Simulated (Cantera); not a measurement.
A Cantera script and its output.

```python
import numpy as np
import cantera as ct

gas = ct.Solution("gri30.yaml")
gas.TPX = 2198, 100000, {'CH4': 1, 'CO2': 0.75, 'H2': 0.073}
reactor = ct.IdealGasConstPressureReactor(gas, energy="off", clone=False)
net = ct.ReactorNet([reactor])
net.rtol, net.atol = 1e-08, 1e-18
show = ['CH4', 'CO2', 'H2', 'CO', 'CH2CO', 'CH2O']
times = np.geomspace(8e-06, 5, 13)

steps = ct.SolutionArray(gas, extra=["t"])
rows = []
print(f"{'t/s':>10s}{'T/K':>9s}{'P/Pa':>11s}" + "".join(f"{s:>11s}" for s in show))
for t in times:
    while net.time < t:
        t_next = net.step()
        steps.append(gas.state, t=t_next)
    rows.append([np.interp(t, steps.t, y) for y in (steps.T, steps.P, *steps(*show).X.T)])
    print(f"{t:10.3e}{rows[-1][0]:9.1f}{rows[-1][1]:11.4g}" + "".join(f"{x:11.3e}" for x in rows[-1][2:]))
rate = np.gradient(steps.T, steps.t)
print("integrator steps:", len(steps.t))
if steps.T.max() > steps.T[0] + 200:
    print(f"time of steepest temperature rise: {steps.t[rate.argmax()]:.4e} s")
gas.TPX = 2198, 100000, {'CH4': 1, 'CO2': 0.75, 'H2': 0.073}
gas.equilibrate("TP")
print(f"equilibrium (TP): T = {gas.T:.1f} K  " + "  ".join(f"{s} {gas[s].X[0]:.3e}" for s in show))
```

Result:

```
       t/s      T/K       P/Pa        CH4        CO2         H2         CO      CH2CO       CH2O
 8.000e-06   2198.0      1e+05  4.314e-01  3.869e-01  1.122e-01  4.819e-03  1.073e-06  4.241e-04
 2.433e-05   2198.0      1e+05  2.053e-01  3.000e-01  3.134e-01  3.398e-02  3.986e-05  2.562e-04
 7.397e-05   2198.0      1e+05  7.440e-02  1.916e-01  3.982e-01  1.054e-01  1.329e-04  8.154e-05
 2.249e-04   2198.0      1e+05  1.973e-02  7.090e-02  3.700e-01  2.219e-01  2.347e-04  2.748e-05
 6.840e-04   2198.0      1e+05  1.008e-02  2.313e-02  3.894e-01  3.000e-01  1.761e-04  1.154e-05
 2.080e-03   2198.0      1e+05  7.173e-03  1.243e-02  4.562e-01  3.546e-01  6.568e-05  3.496e-06
 6.325e-03   2198.0      1e+05  3.901e-03  4.347e-03  5.103e-01  3.970e-01  1.585e-05  6.282e-07
 1.923e-02   2198.0      1e+05  1.485e-03  6.251e-04  5.364e-01  4.162e-01  2.374e-06  1.177e-07
 5.848e-02   2198.0      1e+05  4.257e-04  6.256e-06  5.415e-01  4.191e-01  2.923e-07  9.139e-08
 1.778e-01   2198.0      1e+05  3.873e-04  3.752e-07  5.416e-01  4.191e-01  2.547e-07  9.133e-08
 5.407e-01   2198.0      1e+05  3.873e-04  3.752e-07  5.416e-01  4.191e-01  2.547e-07  9.133e-08
 1.644e+00   2198.0      1e+05  3.873e-04  3.752e-07  5.416e-01  4.191e-01  2.547e-07  9.133e-08
 5.000e+00   2198.0      1e+05  3.873e-04  3.752e-07  5.416e-01  4.191e-01  2.547e-07  9.133e-08
integrator steps: 1666
equilibrium (TP): T = 2198.0 K  CH4 3.876e-04  CO2 3.765e-07  H2 5.416e-01  CO 4.191e-01  CH2CO 2.549e-07  CH2O 9.133e-08
```

Detailed kinetics in Cantera: GRI-Mech 3.0 (53 species, 325 reactions).
